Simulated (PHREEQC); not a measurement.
Consider water at 5 °C with 0.1 mol HF, 0.001 mol H2SiF6 and 0.0059 mol HCl per kg of water. Closed to the air; pH follows from the charge balance.

The numbers come from PHREEQC with the ion-association model, phreeqc.dat.

| quantity | before | after |
|---|---|---|
| pH | 1.83 | 2.16 |
| ionic strength (mol/kgw) | 0.0173 | 0.00826 |
| HF (mol/kgw) | 0.0897 | 0.00149 |
| F- (mol/kgw) | 0.00659 | 0.000222 |
| HF2- (mol/kgw) | 0.00184 | 1.03e-6 |

Q: What was changed between the two runs?
A) HF left out
B) temperature from 5 to 90 °C
C) H2SiF6 replaced by KF at the same molality
D) HCl from 0.0059 to 0.00118 mol/kgw

A: A, HF left out

This is a speciation only: nothing precipitates in the calculation. Some of these states are supersaturated (in Quartz (slow to form), Chalcedony (slow to form), for instance). At this temperature some constants are extrapolated from 25 °C, and those without enthalpy data are left unchanged. SiF6-2 is the database's only silicon fluoride.
